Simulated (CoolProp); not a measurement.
Saturated liquid density (kg/m³) of R22: the reference equation beside estimates from Tc = 96.1 °C, pc = 4990 kPa, ω = 0.221.

The numbers come from the reference Helmholtz-energy equation of state, Kamei 1995 in CoolProp.

| T (°C) | reference | van der Waals | Redlich-Kwong | Soave-Redlich-Kwong | Peng-Robinson |
|---|---|---|---|---|---|
| -9.45 | 1313 | 792.1 | 1145 | 1186 | 1343 |
| -4.85 | 1298 | 783.1 | 1129 | 1170 | 1326 |
| -0.35 | 1283 | 774.0 | 1113 | 1154 | 1309 |
| 4.25 | 1267 | 764.4 | 1096 | 1138 | 1290 |
| 8.85 | 1251 | 754.6 | 1078 | 1121 | 1271 |
| 13.35 | 1235 | 744.7 | 1060 | 1103 | 1252 |
| 17.95 | 1218 | 734.3 | 1042 | 1085 | 1231 |
| 22.55 | 1200 | 723.6 | 1022 | 1065 | 1209 |
| 27.05 | 1183 | 712.8 | 1003 | 1046 | 1187 |
| 31.65 | 1164 | 701.3 | 982.0 | 1025 | 1163 |

Absolute difference from the reference over all 10 rows, mean and median: van der Waals 39.7 and 39.7 %, Redlich-Kwong 14.1 and 14.0 %, Soave-Redlich-Kwong 10.7 and 10.5 %, Peng-Robinson 1.4 and 1.5 %.
